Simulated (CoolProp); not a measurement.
Vapour-liquid equilibrium of ammonia (1) + benzene (2) at 6.21 bar; x and y are mole fractions of (1).

The numbers come from the multi-fluid Helmholtz-energy mixture model, Gao 2020 and Thol 2012; pair parameters Bell 2016 in CoolProp.

| x | bubble temperature (K) | y at the bubble point | dew temperature at overall composition x (K) | liquid density (mol/L) |
|---|---|---|---|---|
| 0.05 | 373.3 | 0.698 | 423.5 | 10.49 |
| 0.125 | 328.8 | 0.926 | 419.2 | 11.83 |
| 0.2 | 309.4 | 0.966 | 414.6 | 12.91 |
| 0.275 | 300.0 | 0.978 | 409.8 | 13.96 |
| 0.35 | 295.1 | 0.983 | 404.7 | 15.04 |
| 0.425 | 292.5 | 0.986 | 399.2 | 16.23 |
| 0.5 | 291.2 | 0.987 | 393.1 | 17.56 |
| 0.575 | 290.4 | 0.988 | 386.4 | 19.09 |
| 0.65 | 289.8 | 0.988 | 378.8 | 20.88 |
| 0.725 | 289.0 | 0.989 | 369.8 | 23.03 |
| 0.8 | 288.0 | 0.991 | 358.7 | 25.66 |
| 0.875 | 286.6 | 0.993 | 343.7 | 28.94 |
| 0.95 | 284.8 | 0.997 | 318.7 | 33.15 |

No azeotrope shows between x = 0.05 and 0.95.

Pair parameters are fitted to limited data, so mixtures are less certain than the pure fluids. With so large a gap from Raoult's law the liquid may split in two, which this calculation doesn't test in full.
